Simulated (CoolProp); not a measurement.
Aqueous ammonia as a coolant, at -1 °C, 1 atm.

The numbers come from the Melinder's fits for secondary coolants in CoolProp.

| mass % | freezing point (°C) | Prandtl number | density (kg/m³) | viscosity (mPa s) | conductivity (W/(m K)) |
|---|---|---|---|---|---|
| 2.4 | ___ | 15.9 | 990.2 | 2.02 | 0.537 |
| 5.8 | -7.2 | 16.4 | 977.3 | 2.01 | 0.519 |
| 9.3 | -12.4 | 17.3 | 965.0 | 2.04 | 0.499 |
| 12.7 | -18.5 | 18.7 | 953.9 | 2.13 | 0.480 |
| 16.2 | -26.1 | ___ | 943.1 | 2.24 | ___ |
| 19.6 | -35.2 | 22.1 | ___ | 2.32 | 0.444 |
| 23.1 | -47.4 | 22.9 | 923.3 | 2.33 | 0.431 |
| 26.5 | -62.9 | 23.2 | 914.1 | 2.30 | 0.421 |
| 29.9 | -83.4 | 24.5 | 905.1 | 2.36 | 0.411 |

Task: Fill in the missing entries.

Result: 
- 2.4, freezing point (°C): -2.8
- 16.2, Prandtl number: 20.5
- 16.2, conductivity (W/(m K)): 0.461
- 19.6, density (kg/m³): 933.2
